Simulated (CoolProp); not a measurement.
Model: reference Helmholtz-energy equation of state, Penoncello 2003, in CoolProp.

Problem. For CHF3 (R23), give the phase and the cv (kJ/(kg K)), speed of sound (m/s), isothermal compressibility (1/MPa) at 358.8 K and 13.3 MPa; 429.3 K and 4.62 MPa; 372.9 K and 5.54 MPa.

Solution. 
- 358.8 K and 13.3 MPa: supercritical; cv 0.837, speed of sound 221, isothermal compressibility 0.0792
- 429.3 K and 4.62 MPa: gas; cv 0.816, speed of sound 231, isothermal compressibility 0.237
- 372.9 K and 5.54 MPa: supercritical; cv 0.776, speed of sound 202, isothermal compressibility 0.225
